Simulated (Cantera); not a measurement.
An isothermal, constant-pressure homogeneous reactor starts with C₂H₆ : N₂ = 1 : 13 (molar parts), at 1000 K and 13300 Pa. Integrator tolerance rtol = 1e-08.

Computed with Cantera and GRI-Mech 3.0 (53 species, 325 reactions). GRI-Mech 3.0 stops at C3 and has no aromatics, soot or wall deposition, so with more carbon than oxygen in the feed, carbon stays in small species such as C2H2 where larger ones or solid carbon would form.

Q: What does this change do: temperature 1000 to 1400 K?

A: 
| quantity | before | after |
|---|---|---|
| x(C₂H₆) at 300 s | 0.00121 (gas-phase equilibrium 5.85e-5) | 2.94e-7 (gas-phase equilibrium 1.17e-7) |
| x(H₂) at 300 s | 0.0672 (gas-phase equilibrium 0.0159) | 0.118 (gas-phase equilibrium 0.121) |
| x(C₂H₂) at 300 s | 0.0103 (gas-phase equilibrium 0.00945) | 0.0599 (gas-phase equilibrium 0.0278) |
| x(C₂H₄) at 300 s | 0.0507 (gas-phase equilibrium 0.0103) | 0.000778 (gas-phase equilibrium 0.000370) |
| x(CH₃) at 300 s | 9.60e-8 (gas-phase equilibrium 6.22e-8) | 3.32e-6 (gas-phase equilibrium 1.95e-6) |
